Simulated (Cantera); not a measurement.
A perfectly stirred reactor is fed with 0.0522 % CO, 1.69 % O2, 0.175 % H2O, 98.1 % N2, equivalence ratio 0.015, at 9.87 atm; it is held at 1450 K, and followed from long to short residence time.

Cantera simulation using GRI-Mech 3.0 (53 species, 325 reactions); the numbers are that mechanism's predictions, not measurements.

**Question.** Predict: x(CO) at τ = 1.60 s; x(O2) at τ = 1.60 s; x(H2O) at τ = 1.60 s; x(CO2) at τ = 1.60 s; x(NO) at τ = 1.60 s; x(CO) at τ = 18.0 ms; x(O2) at τ = 18.0 ms; x(H2O) at τ = 18.0 ms; x(CO2) at τ = 18.0 ms; x(NO) at τ = 18.0 ms.

**Answer.** 
| Quantity | Value |
|---|---|
| x(CO) at τ = 1.60 s | 3.21e-6 |
| x(O2) at τ = 1.60 s | 0.0166 |
| x(H2O) at τ = 1.60 s | 0.00175 |
| x(CO2) at τ = 1.60 s | 0.000519 |
| x(NO) at τ = 1.60 s | 1.67e-7 |
| x(CO) at τ = 18.0 ms | 8.49e-5 |
| x(O2) at τ = 18.0 ms | 0.0167 |
| x(H2O) at τ = 18.0 ms | 0.00175 |
| x(CO2) at τ = 18.0 ms | 0.000437 |
| x(NO) at τ = 18.0 ms | 1.12e-7 |
